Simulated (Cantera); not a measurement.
Input: 1 mol SiH₄, 0.047 mol HCl, 2.8 mol H₂, at 2148.15 K and 1330 Pa.

These are equilibrium values from Cantera (NASA tables, ideal gas, pure condensed phases), not measurements of a reactor. Candidate condensed phases: Si; 19 gas species. The tables' values for SiCl are old estimates; treat these amounts as uncertain. Gases not in the tables: Si₂H₆ and higher silanes. Rates play no part.

Base state: H₂ 0.938, H 0.0350, Si 0.0165, HCl 0.00855, SiH 0.000907, SiCl 0.000257, Si₂ 0.000238, Cl 0.000233 (mole fractions); condensed: Si(l).

Problem. What changes in the equilibrium state with this change: HCl from 0.047 to 0.14 mol?

Solution. 
| species | before | after |
|---|---|---|
| H₂ | 0.938 | 0.921 |
| H | 0.0350 | 0.0347 |
| HCl | 0.00855 | 0.0235 |
| SiCl₂ | 0.000159 | 0.00122 |
| Si | 0.0165 | 0.0165 |
| Cl | 0.000233 | 0.000648 |
| SiCl | 0.000257 | 0.000715 |
| SiH₂ | 0.000218 | 0.000214 |
| SiH | 0.000907 | 0.000899 |
| Si(l), mol | 0.906 | 0.897 |
